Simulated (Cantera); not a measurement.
Feed: 1 mol (CH3)2SiCl2, 0.28 mol C2H2, 18 mol H2, 0.53 mol C2H4, equilibrated at 15.0 mbar.

Cantera equilibrium calculation (NASA polynomials, part measured and part estimated; ideal gas, pure solids and liquids). Candidate condensed phases: C, C6H6, C7H8, C8H18, Si, SiC; 109 gas species. The feed counts by its element totals alone. The tables' values for SiCl3, SiCl are old estimates; treat these amounts as uncertain. Equilibrium is a limit: real reactors are often held back by kinetics, nucleation or transport.

x: gas mole fraction; n: condensed amount in mol.

| T (K) | x H2 | x HCl | x SiCl4 | x H | x CH4 | n C(graphite) | n SiC(s) |
|---|---|---|---|---|---|---|---|
| 900 | 0.930 | 0.0595 | … | 9.20e-10 | 0.00404 | 2.68 | 0.842 |
| 975 | 0.919 | 0.0769 | … | 8.95e-9 | 0.00159 | 2.64 | 0.946 |
| 1050 | 0.915 | 0.0836 | … | 6.33e-8 | 0.000719 | 2.62 | 0.987 |
| 1125 | 0.914 | 0.0852 | … | 3.47e-7 | 0.000362 | 2.62 | 0.996 |
| 1200 | 0.914 | 0.0855 | … | 1.54e-6 | 0.000198 | 2.62 | 0.998 |
| 1275 | 0.914 | 0.0855 | … | 5.76e-6 | 0.000116 | 2.62 | 0.998 |
| 1350 | 0.914 | 0.0855 | … | 1.86e-5 | 7.23e-5 | 2.62 | 0.998 |
| 1425 | 0.914 | 0.0854 | … | 5.33e-5 | 4.72e-5 | 2.62 | 0.997 |
| 1500 | 0.914 | 0.0853 | … | 0.000137 | 3.22e-5 | 2.62 | 0.996 |
| 1575 | 0.914 | 0.0851 | … | 0.000324 | 2.28e-5 | 2.62 | 0.994 |
| 1650 | 0.914 | 0.0849 | … | 0.000709 | 1.66e-5 | 2.63 | 0.992 |
| 1725 | 0.913 | 0.0846 | … | 0.00145 | 1.25e-5 | 2.63 | 0.989 |
| 1800 | 0.912 | 0.0842 | … | 0.00279 | 9.60e-6 | 2.63 | 0.986 |
| 1875 | 0.910 | 0.0836 | … | 0.00511 | 7.52e-6 | 2.62 | 0.982 |

Question: Complete the blanks.

Answer: 
- 900, x SiCl4: 0.00654
- 975, x SiCl4: 0.00215
- 1050, x SiCl4: 0.000483
- 1125, x SiCl4: 0.000106
- 1200, x SiCl4: 2.71e-5
- 1275, x SiCl4: 8.04e-6
- 1350, x SiCl4: 2.73e-6
- 1425, x SiCl4: 1.04e-6
- 1500, x SiCl4: 4.38e-7
- 1575, x SiCl4: 2.00e-7
- 1650, x SiCl4: 9.77e-8
- 1725, x SiCl4: 5.07e-8
- 1800, x SiCl4: 2.77e-8
- 1875, x SiCl4: 1.58e-8
